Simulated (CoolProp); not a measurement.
Saturation properties of R134a (Tc = 374.2 K, pc = 4059 kPa, ω = 0.327).

Values from CoolProp's reference Helmholtz-energy equation of state, Tillner-Roth 1994.

```json
[
 {"T (K)": "209.3", "p (kPa)": "12.31", "vapour density (kg/m³)": "0.7291", "liquid cp (kJ/(kg K))": "1.218", "liquid viscosity (µPa s)": "712"},
 {"T (K)": "215.3", "p (kPa)": "18.26", "vapour density (kg/m³)": "1.055", "liquid cp (kJ/(kg K))": "1.226", "liquid viscosity (µPa s)": "634"},
 {"T (K)": "221.4", "p (kPa)": "26.57", "vapour density (kg/m³)": "1.498", "liquid cp (kJ/(kg K))": "1.235", "liquid viscosity (µPa s)": "568"},
 {"T (K)": "227.4", "p (kPa)": "37.52", "vapour density (kg/m³)": "(withheld)", "liquid cp (kJ/(kg K))": "1.245", "liquid viscosity (µPa s)": "513"},
 {"T (K)": "233.4", "p (kPa)": "51.88", "vapour density (kg/m³)": "2.804", "liquid cp (kJ/(kg K))": "1.255", "liquid viscosity (µPa s)": "465"},
 {"T (K)": "239.4", "p (kPa)": "70.37", "vapour density (kg/m³)": "3.732", "liquid cp (kJ/(kg K))": "1.266", "liquid viscosity (µPa s)": "424"},
 {"T (K)": "245.4", "p (kPa)": "93.79", "vapour density (kg/m³)": "4.889", "liquid cp (kJ/(kg K))": "1.277", "liquid viscosity (µPa s)": "388"},
 {"T (K)": "251.4", "p (kPa)": "(withheld)", "vapour density (kg/m³)": "6.313", "liquid cp (kJ/(kg K))": "1.289", "liquid viscosity (µPa s)": "(withheld)"},
 {"T (K)": "257.5", "p (kPa)": "159.6", "vapour density (kg/m³)": "8.078", "liquid cp (kJ/(kg K))": "1.303", "liquid viscosity (µPa s)": "327"},
 {"T (K)": "263.5", "p (kPa)": "203.4", "vapour density (kg/m³)": "10.17", "liquid cp (kJ/(kg K))": "1.316", "liquid viscosity (µPa s)": "302"},
 {"T (K)": "269.5", "p (kPa)": "256.0", "vapour density (kg/m³)": "12.68", "liquid cp (kJ/(kg K))": "1.331", "liquid viscosity (µPa s)": "(withheld)"},
 {"T (K)": "275.5", "p (kPa)": "318.6", "vapour density (kg/m³)": "15.65", "liquid cp (kJ/(kg K))": "1.348", "liquid viscosity (µPa s)": "(withheld)"},
 {"T (K)": "281.5", "p (kPa)": "392.2", "vapour density (kg/m³)": "(withheld)", "liquid cp (kJ/(kg K))": "1.365", "liquid viscosity (µPa s)": "240"}
]
```

Question: Complete the blanks.

Answer: 
- 227.4, vapour density (kg/m³): 2.070
- 251.4, p (kPa): 123.0
- 251.4, liquid viscosity (µPa s): 356
- 269.5, liquid viscosity (µPa s): 279
- 275.5, liquid viscosity (µPa s): 259
- 281.5, vapour density (kg/m³): 19.16

It boils at 247.1 K under 1 atm.

Viscosity comes from a separate model (Huber 2003), an estimate that may be off by 10 % or more.
